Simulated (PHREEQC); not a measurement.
PHREEQC input (ion-association model, wateq4f.dat):

```
SOLUTION_MASTER_SPECIES
  An  An-  0  An  62.0  # stands for a non-complexing anion
SOLUTION_SPECIES
  An- = An-
    -log_k 0
    -gamma 3.0 0
PHASES
  Fix_H+
    H+ = H+
    -log_k 0
SOLUTION 1
  temp 25
  units mmol/kgw
  pH 7 charge
  Na 5
  An 5
END
SELECTED_OUTPUT 1
  -reset false
  -pH true
  -pe true
  -ionic_strength true
  -water true
  -totals Na
  -molalities Hfo_wOH Hfo_wOH2+ Hfo_wO- Hfo_sOH Hfo_sOH2+ Hfo_sO-
USER_PUNCH 1
  -headings sigma psi
  10 PUNCH EDL("sigma", "Hfo"), EDL("psi", "Hfo")
PRINT
  -reset false
USE solution 1
SURFACE 1
  Hfo_wOH 0.00269663 600 1.2
  Hfo_sOH 6.74157e-05
EQUILIBRIUM_PHASES 1
  Fix_H+ -3 HAn 10
    -force_equality true
  O2(g) -0.68 10
END
# ... the last block is repeated for the other 16 points of pH, with NaOH or the acid as the point needs
```

Selected output (columns that matter, 17 of 17 rows; pH added in front):

```
pH	mu	Na	m_Hfo_wOH	m_Hfo_wOH2+	m_Hfo_wO-	m_Hfo_sOH	m_Hfo_sOH2+	m_Hfo_sO-	sigma	psi
3	0.007236	0.005	0.00044309	0.0022515	1.9976e-06	1.1077e-05	5.6288e-05	4.994e-08	0.30902	0.21202
3.5	0.0062734	0.005	0.00085876	0.0018286	9.2389e-06	2.1469e-05	4.5716e-05	2.3097e-07	0.24993	0.20478
4	0.0058102	0.005	0.0012727	0.0013974	2.6552e-05	3.1817e-05	3.4935e-05	6.6381e-07	0.18831	0.19222
4.5	0.0055362	0.005	0.0016031	0.0010368	5.6781e-05	4.0076e-05	2.592e-05	1.4195e-06	0.13462	0.17624
5	0.0053545	0.005	0.0018273	0.00077002	9.9335e-05	4.5682e-05	1.9251e-05	2.4834e-06	0.092132	0.15767
5.5	0.0052289	0.005	0.0019584	0.00058909	0.00014915	4.896e-05	1.4727e-05	3.7287e-06	0.060434	0.13675
6	0.0051426	0.005	0.0020245	0.00047411	0.00019804	5.0612e-05	1.1853e-05	4.951e-06	0.037923	0.11361
6.5	0.0050849	0.005	0.0020535	0.00040408	0.00023907	5.1337e-05	1.0102e-05	5.9766e-06	0.022668	0.088499
7	0.0050473	0.005	0.0020648	0.00036194	0.00026986	5.1621e-05	9.0485e-06	6.7464e-06	0.01265	0.061892
7.5	0.0050223	0.005	0.0020689	0.00033563	0.00029215	5.1721e-05	8.3906e-06	7.3037e-06	0.0059722	0.034303
8	0.0050038	0.005	0.00207	0.00031698	0.00030967	5.1749e-05	7.9246e-06	7.7417e-06	0.001005	0.0062072
8.5	0.0050171	0.0050307	0.0020696	0.00030019	0.00032686	5.1739e-05	7.5048e-06	8.1715e-06	-0.0036637	-0.021977
9	0.0050459	0.005081	0.0020671	0.00028048	0.000349	5.1678e-05	7.0121e-06	8.7251e-06	-0.0094125	-0.049841
9.5	0.0051005	0.0051669	0.0020598	0.00025368	0.00038315	5.1495e-05	6.3419e-06	9.5787e-06	-0.017786	-0.07693
10	0.0052228	0.0053374	0.0020399	0.00021659	0.00044013	5.0997e-05	5.4147e-06	1.1003e-05	-0.030708	-0.1027
10.5	0.0055324	0.0057218	0.0019899	0.00016857	0.00053814	4.9748e-05	4.2141e-06	1.3453e-05	-0.050768	-0.12647
11	0.0063975	0.0067043	0.0018723	0.00011287	0.00071148	4.6806e-05	2.8217e-06	1.7787e-05	-0.082232	-0.14731
```

The oxide is taken as insoluble; below pH 4 it would dissolve.
